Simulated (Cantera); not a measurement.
# Thermal oxidation and active oxidation of silicon: Si + N2O + N2 + CO2

Feed: 1 mol Si, 0.017 mol N2O, 8.2 mol N2, 0.028 mol CO2, equilibrated at 1602 °C and 13300 Pa.

These are equilibrium values from Cantera (NASA tables, ideal gas, pure condensed phases), not measurements of a reactor. Candidate condensed phases: C, Si, SiC, SiO2, Si2N2O, Si3N4; 34 gas species. Mutual solubility and eutectic melting of coexisting phases are not modelled. The numbers say what is thermodynamically allowed, not how fast it happens.

```yaml
x(N2): 0.992
x(SiO): 0.00458
x(CO): 0.00366
x(Si): 2.44e-5
x(SiN): 3.18e-6
x(Si2N): 1.69e-6
n(Si2N2O(s)): 0.01000 mol
n(Si3N4(s)): 0.315 mol
gas_amount: 7.640 mol
log10 activity of Si(l) (absent): -0.44
log10 activity of C(graphite) (absent): -1.23
```
